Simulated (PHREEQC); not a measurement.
Consider water at 65 °C with 0.23 mol HF and 3.3e-05 mol NaF per kg of water. Closed to the air; pH follows from the charge balance.

Model: ion-association model, wateq4f.dat, run in PHREEQC.

No solid was allowed to form.

### Question
Order these F species by the share of F that they hold, largest first: H2F2, HF, HF2-, F-.

### Answer
HF (78 %), H2F2 (15 %), HF2- (4.2 %), F- (2.7 %)

The pH is 2.00 and the ionic strength 0.0111 mol/kgw. wateq4f.dat counts part of the HF as a dimer, H2F2, which phreeqc.dat doesn't know; its constant is uncertain. Constants without temperature data keep their 25 °C values here.
